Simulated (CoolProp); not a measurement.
50 sccm (0 °C, 1 atm) of nitrogen bubbles through liquid tetrahydrofuran at 317.4 K and leaves saturated at a total pressure of 0.15 MPa (ideal gas phase). Each further row changes one setting.

The numbers come from the reference Helmholtz-energy equation of state, Fiedler 2023 in CoolProp.

```csv
case,vapour pressure (kPa),mole fraction of vapour,delivery (mg/min),delivery (sccm),change of delivery for a bath 1 K warmer (%)
as stated,47.4,…,74.3,23.1,…
bath temperature 322.4 K,57.1,0.381,98.9,…,6.1
total pressure 0.3 MPa,47.4,0.158,30.2,9.39,4.6
```

### Question
Complete the blanks.

### Answer

- as stated, mole fraction of vapour: 0.316
- as stated, change of delivery for a bath 1 K warmer (%): 5.7
- bath temperature 322.4 K, delivery (sccm): 30.7
